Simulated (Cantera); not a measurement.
# Thermodynamics of sublimation and decomposition of ceramics, feed ZrN + H2

A closed system holds: 1 mol ZrN, 3.9 mol H2, at 2250 K and 1 atm.

Method: chemical equilibrium by Gibbs-energy minimisation in Cantera with the NASA 1993 tables (ideal gas, pure condensed phases). Candidate condensed phases: Zr, ZrN; 11 gas species. ZrN: taken at fixed stoichiometry. Rates play no part.

```yaml
x(H2): 0.993
x(H): 0.00735
n(ZrN(s)): 1.00 mol
gas_amount: 3.914 mol
log10 activity of Zr(l) (absent): -0.06
```
